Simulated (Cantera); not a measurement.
## Equilibrium for metals in furnace atmospheres: Fe + H2O + H2

A closed system holds: 1 mol Fe, 1.6 mol H2O, 1.3 mol H2, at 1550 °C and 35.0 Pa.

Equilibrium computed with Cantera from the NASA thermochemical tables; the gas is ideal and each condensed phase is pure. Candidate condensed phases: Fe, FeO, Fe(OH)2, Fe(OH)3, Fe2O3, Fe3O4, H2O; 12 gas species. The tables' stoichiometric FeO is somewhat more stable than real wüstite, so its field is too wide. FeO: taken at fixed stoichiometry. Rates play no part.

The x(H2) is 0.584. The x(H2O) is 0.289. The x(Fe) is 0.107 and the x(H) is 0.0177. The x(FeO) is 0.000664 and the x(OH) is 0.000611. The x(Fe(OH)2) is 4.75e-5. The x(O) is 1.42e-5, the x(O2) is 3.11e-6 and the n(FeO(l)) comes out as 0.645 mol. The gas amount is 3.285 mol. The log10 activity of Fe(l) (absent) is -0.04.
